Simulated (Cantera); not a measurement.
## Carbothermic reduction: PbO + CO

Charge: 1 mol PbO, 0.78 mol CO, held at 11.0 Pa.

Equilibrium computed with Cantera from the NASA thermochemical tables; the gas is ideal and each condensed phase is pure. Candidate condensed phases: C, Pb, PbO, PbO2, Pb3O4; 15 gas species. The numbers say what is thermodynamically allowed, not how fast it happens.

From 1452 °C to 2202 °C nothing is condensed. The main Pb-bearing gas is Pb throughout.

```csv
T (°C),log p Pb,log p CO2,log p CO,log p O,log p O2,log p PbO
1452,-4.27,-4.35,-5.72,-6.91,-5.35,-5.22
1527,-4.27,-4.38,-5.44,-6.54,-5.24,-5.32
1602,-4.27,-4.41,-5.21,-6.19,-5.14,-5.42
1677,-4.28,-4.47,-5.01,-5.87,-5.05,-5.52
1752,-4.28,-4.55,-4.85,-5.58,-4.98,-5.62
1827,-4.30,-4.66,-4.73,-5.32,-4.93,-5.72
1902,-4.31,-4.79,-4.64,-5.09,-4.91,-5.84
1977,-4.33,-4.96,-4.57,-4.90,-4.93,-5.97
2052,-4.35,-5.17,-4.54,-4.74,-5.00,-6.12
2127,-4.36,-5.40,-4.52,-4.62,-5.11,-6.29
2202,-4.38,-5.66,-4.51,-4.53,-5.28,-6.47
```
log p: log10 of the partial pressure in bar; nothing condenses.
